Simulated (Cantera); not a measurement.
Input (Python, Cantera):

```python
import numpy as np
import cantera as ct

gas = ct.Solution("gri30.yaml")
gas.TPX = 475, 64000, {'C3H8': 1, 'O2': 6.1, 'N2': 22.9, 'H2O': 1.3}
flame = ct.FreeFlame(gas, width=0.055)
flame.set_refine_criteria(ratio=3, slope=0.08, curve=0.16)
flame.transport_model = "mixture-averaged"
flame.solve(loglevel=0, auto=True)
z, T = flame.grid, flame.T
thick = (T[-1] - T[0]) / np.gradient(T, z).max()
show = ['C3H8', 'O2', 'H2O', 'C2H2', 'H', 'HCN']
print(f"laminar burning velocity  {flame.velocity[0] * 100:.3f} cm/s")
print(f"burnt temperature         {T[-1]:.1f} K")
print(f"thermal thickness         {thick * 1e3:.4f} mm")
print(f"grid points               {len(z)}")
z0 = z[flame.heat_release_rate.argmax()]
print(f"{'z/mm':>9s}{'T/K':>9s}{'u/(m/s)':>9s}" + "".join(f"{s:>11s}" for s in show))
rows = []
for k in (-3, -2, -1.5, -1, -0.5, -0.25, 0, 0.25, 0.5, 1, 2, 4, 8):
    zz = z0 + k * thick
    rows.append([k * thick, np.interp(zz, z, T), np.interp(zz, z, flame.velocity),
                 *(np.interp(zz, z, flame.X[gas.species_index(s)]) for s in show)])
    print(f"{rows[-1][0] * 1e3:9.3f}{rows[-1][1]:9.1f}{rows[-1][2]:9.3f}" + "".join(f"{x:11.3e}" for x in rows[-1][3:]))
```

It prints:

```
laminar burning velocity  87.019 cm/s
burnt temperature         2129.9 K
thermal thickness         0.5184 mm
grid points               134
     z/mm      T/K  u/(m/s)       C3H8         O2        H2O       C2H2          H        HCN
   -1.555    475.1    0.871  3.193e-02  1.948e-01  4.153e-02  8.145e-09  2.148e-15  5.913e-12
   -1.037    476.2    0.874  3.190e-02  1.945e-01  4.168e-02  1.474e-07  9.453e-13  1.136e-10
   -0.778    481.1    0.884  3.184e-02  1.938e-01  4.233e-02  8.928e-07  4.190e-11  7.157e-10
   -0.518    513.3    0.948  3.154e-02  1.905e-01  4.612e-02  7.863e-06  1.776e-08  6.680e-09
   -0.259    790.8    1.488  2.551e-02  1.647e-01  7.130e-02  1.141e-04  2.831e-05  1.018e-07
   -0.130   1152.4    2.220  1.125e-02  1.289e-01  1.001e-01  3.420e-04  4.265e-04  2.999e-07
    0.000   1521.5    2.985  5.890e-04  8.682e-02  1.291e-01  5.902e-04  2.538e-03  6.456e-07
    0.130   1679.6    3.299  1.175e-06  6.268e-02  1.420e-01  1.185e-04  5.131e-03  6.222e-07
    0.259   1732.0    3.388  4.848e-10  5.318e-02  1.448e-01  4.721e-06  6.406e-03  2.857e-07
    0.518   1795.3    3.487  1.420e-15  4.656e-02  1.450e-01  6.422e-09  6.589e-03  4.077e-08
    1.037   1873.3    3.615  4.719e-22  4.242e-02  1.470e-01  4.843e-13  5.128e-03  1.319e-09
    2.074   1957.8    3.759  7.962e-33  3.946e-02  1.517e-01  5.328e-20  2.968e-03  3.229e-12
    4.147   2031.4    3.881  2.654e-43  3.699e-02  1.562e-01  1.770e-23  1.399e-03  2.932e-13
```

Model: GRI-Mech 3.0 (53 species, 325 reactions), integrated in Cantera. GRI-Mech 3.0 was tuned for natural gas; its chemistry of propane as a main component is partial and can be far from experiment. Burning velocities carry a grid error of a few per cent, more on coarse grids.
